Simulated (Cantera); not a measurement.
A Cantera script and its output.

```python
import numpy as np
import cantera as ct

gas = ct.Solution("gri30.yaml")
gas.TPX = 1100, 100000, {'N2O': 1, 'O2': 0.19}
reactor = ct.IdealGasConstPressureReactor(gas, energy="off", clone=False)
net = ct.ReactorNet([reactor])
net.rtol, net.atol = 1e-08, 1e-18
show = ['N2O', 'O2', 'O', 'NO', 'N2']
times = np.geomspace(0.0002, 3, 12)

steps = ct.SolutionArray(gas, extra=["t"])
rows = []
print(f"{'t/s':>10s}{'T/K':>9s}{'P/Pa':>11s}" + "".join(f"{s:>11s}" for s in show))
for t in times:
    while net.time < t:
        t_next = net.step()
        steps.append(gas.state, t=t_next)
    rows.append([np.interp(t, steps.t, y) for y in (steps.T, steps.P, *steps(*show).X.T)])
    print(f"{t:10.3e}{rows[-1][0]:9.1f}{rows[-1][1]:11.4g}" + "".join(f"{x:11.3e}" for x in rows[-1][2:]))
rate = np.gradient(steps.T, steps.t)
print("integrator steps:", len(steps.t))
if steps.T.max() > steps.T[0] + 200:
    print(f"time of steepest temperature rise: {steps.t[rate.argmax()]:.4e} s")
gas.TPX = 1100, 100000, {'N2O': 1, 'O2': 0.19}
gas.equilibrate("TP")
print(f"equilibrium (TP): T = {gas.T:.1f} K  " + "  ".join(f"{s} {gas[s].X[0]:.3e}" for s in show))
```

Result:

```
       t/s      T/K       P/Pa        N2O         O2          O         NO         N2
 2.000e-04   1100.0      1e+05  8.403e-01  1.597e-01  3.119e-07  7.937e-07  1.155e-05
 4.794e-04   1100.0      1e+05  8.403e-01  1.597e-01  3.119e-07  1.962e-06  2.809e-05
 1.149e-03   1100.0      1e+05  8.402e-01  1.597e-01  3.119e-07  4.761e-06  6.773e-05
 2.754e-03   1100.0      1e+05  8.401e-01  1.597e-01  3.119e-07  1.147e-05  1.627e-04
 6.601e-03   1100.0      1e+05  8.398e-01  1.598e-01  3.119e-07  2.753e-05  3.903e-04
 1.582e-02   1100.0      1e+05  8.390e-01  1.600e-01  3.118e-07  6.593e-05  9.353e-04
 3.792e-02   1100.0      1e+05  8.370e-01  1.606e-01  3.115e-07  1.575e-04  2.238e-03
 9.090e-02   1100.0      1e+05  8.325e-01  1.618e-01  3.108e-07  3.748e-04  5.344e-03
 2.179e-01   1100.0      1e+05  8.217e-01  1.647e-01  3.088e-07  8.850e-04  1.268e-02
 5.222e-01   1100.0      1e+05  7.967e-01  1.715e-01  3.037e-07  2.059e-03  2.969e-02
 1.252e+00   1100.0      1e+05  7.414e-01  1.866e-01  2.922e-07  4.620e-03  6.736e-02
 3.000e+00   1100.0      1e+05  6.304e-01  2.169e-01  2.672e-07  9.585e-03  1.430e-01
integrator steps: 492
equilibrium (TP): T = 1100.0 K  N2O 6.723e-09  O2 4.082e-01  O 1.605e-09  NO 1.033e-04  N2 5.917e-01
```

Detailed kinetics in Cantera: GRI-Mech 3.0 (53 species, 325 reactions). GRI-Mech 3.0 was tuned for natural gas; its chemistry of N2O as a main component is partial and can be far from experiment. The mechanism lacks the step 2 NO + O2 → 2 NO2, which can matter for NO2 below about 1400 K. The temperature is held fixed by assumption; the heat of reaction is taken as removed at once.
